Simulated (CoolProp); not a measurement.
Methanol at several states: fugacity coefficient from the reference equation and from simpler models built on Tc = 513.4 K, pc = 8.216 MPa, ω = 0.565; each cubic takes its own stable root.

Model: reference Helmholtz-energy equation of state, de Reuck 1993, in CoolProp.

```
T (K)  p (MPa)   phase  reference
-----  -------  ------  ---------
498.8   0.0247     gas     0.9989
505.9    0.039     gas     0.9984
320.9    0.049     gas     0.9747
318.1   0.0609  liquid     0.7135
```

How far does each simpler model (van der Waals, Redlich-Kwong, Soave-Redlich-Kwong, Peng-Robinson) lie from the reference over these 4 states: mean and median of the absolute difference, and the worst?


- van der Waals: mean 10.3 %, median 1.0 %, worst +39.2 % at 318.1 K and 0.0609 MPa
- Redlich-Kwong: mean 10.2 %, median 0.9 %, worst +38.8 % at 318.1 K and 0.0609 MPa
- Soave-Redlich-Kwong: mean 3.0 %, median 2.1 %, worst -7.8 % at 318.1 K and 0.0609 MPa
- Peng-Robinson: mean 0.9 %, median 0.3 %, worst -2.8 % at 318.1 K and 0.0609 MPa

At some of these states van der Waals, Redlich-Kwong, Soave-Redlich-Kwong, Peng-Robinson gives the other phase, because its saturation line lies elsewhere.
